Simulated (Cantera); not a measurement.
## Stirred combustor or abatement burner

A perfectly stirred reactor is fed with CO : H2 : O2 : N2 = 1 : 0.099 : 0.796 : 9.56 (molar parts), at 0.987 atm; it is adiabatic with a 423 K inlet, and is followed from long to short residence time, starting on the burning branch (τ in s: 0.038, 0.016, 0.0064, 0.0026, 0.0011, 0.00044, 0.00018, 7.3e-05, 3e-05, 1.2e-05, 5e-06).

Detailed kinetics in Cantera: GRI-Mech 3.0 (53 species, 325 reactions).

| τ (s) | T (K) | x CO | x H2 | x O2 | x H2O2 | x NO | x O |
|---|---|---|---|---|---|---|---|
| 0.038 | 1193 | 0.00837 | 0.000155 | 0.0266 | 3.23e-7 | 1.38e-6 | 0.000278 |
| 0.016 | 423 | 0.0873 | 0.00864 | 0.0695 | <1e-12 | <1e-12 | <1e-12 |
| 0.0064 | 423 | 0.0873 | 0.00864 | 0.0695 | <1e-12 | <1e-12 | <1e-12 |
| 0.0026 | 423 | 0.0873 | 0.00864 | 0.0695 | <1e-12 | <1e-12 | <1e-12 |
| 0.0011 | 423 | 0.0873 | 0.00864 | 0.0695 | <1e-12 | <1e-12 | <1e-12 |
| 0.00044 | 423 | 0.0873 | 0.00864 | 0.0695 | <1e-12 | <1e-12 | <1e-12 |
| 0.00018 | 423 | 0.0873 | 0.00864 | 0.0695 | <1e-12 | <1e-12 | <1e-12 |
| 7.3e-5 | 423 | 0.0873 | 0.00864 | 0.0695 | <1e-12 | <1e-12 | <1e-12 |
| 3.0e-5 | 423 | 0.0873 | 0.00864 | 0.0695 | <1e-12 | <1e-12 | <1e-12 |
| 1.2e-5 | 423 | 0.0873 | 0.00864 | 0.0695 | <1e-12 | <1e-12 | <1e-12 |
| 5.0e-6 | 423 | 0.0873 | 0.00864 | 0.0695 | <1e-12 | <1e-12 | <1e-12 |
x: mole fraction; the columns are a selection and need not sum to one.
